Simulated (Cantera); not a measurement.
An adiabatic, constant-volume homogeneous reactor starts with 18.9 % CO, 0.681 % H2, 16.9 % O2, 63.5 % N2, at 1800 K and 8250 Torr.

Computed with Cantera and GRI-Mech 3.0 (53 species, 325 reactions). The hydrogen kinetics of GRI-Mech 3.0 are dated; newer H2 mechanisms differ, most at raised pressure. Above 3000 K some thermodynamic fits are extrapolated.

One state of this run: T (K) = 3010; P (bar) = 17.1; x CO = 0.0464; x H2 = 0.000183; x O2 = 0.0807; x N2O = 5.98e-6; x O = 0.00810. x: mole fraction; the columns are a selection and need not sum to one.

Q: Which value of t (s) does it belong to?
A. 0.00119
B. 2.42e-6
C. 1.00e-6
D. 5.88e-6

A: A, 0.00119
